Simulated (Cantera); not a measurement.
A perfectly stirred reactor is fed with 31.6 % H2, 14.4 % O2, 54.0 % N2, equivalence ratio 1.1, at 500000 Pa; it is adiabatic with a 725 K inlet, and is followed from long to short residence time, starting on the burning branch (τ in s: 0.25, 0.091, 0.033, 0.012, 0.0044, 0.0016, 0.00058, 0.00021, 7.7e-05, 2.8e-05, 1e-05, 3.7e-06).

Cantera simulation using GRI-Mech 3.0 (53 species, 325 reactions); the numbers are that mechanism's predictions, not measurements. The hydrogen kinetics of GRI-Mech 3.0 are dated; newer H2 mechanisms differ, most at raised pressure.

Problem. Predict: blow-out, bracketed by the residence times tried; x(H2) at τ = 0.250 s; x(O2) at τ = 0.250 s; x(H) at τ = 0.250 s; x(H2O2) at τ = 0.250 s; x(H2O) at τ = 0.250 s; x(H2) at τ = 0.580 ms; x(O2) at τ = 0.580 ms; x(H) at τ = 0.580 ms; x(H2O2) at τ = 0.580 ms; x(H2O) at τ = 0.580 ms.

Solution. 
- blow-out, bracketed by the residence times tried = burning at 3.70 µs, the shortest tried
- x(H2) at τ = 0.250 s = 0.0421
- x(O2) at τ = 0.250 s = 0.00195
- x(H) at τ = 0.250 s = 0.00475
- x(H2O2) at τ = 0.250 s = 3.12e-7
- x(H2O) at τ = 0.250 s = 0.316
- x(H2) at τ = 0.580 ms = 0.0444
- x(O2) at τ = 0.580 ms = 0.00354
- x(H) at τ = 0.580 ms = 0.00672
- x(H2O2) at τ = 0.580 ms = 4.52e-7
- x(H2O) at τ = 0.580 ms = 0.310
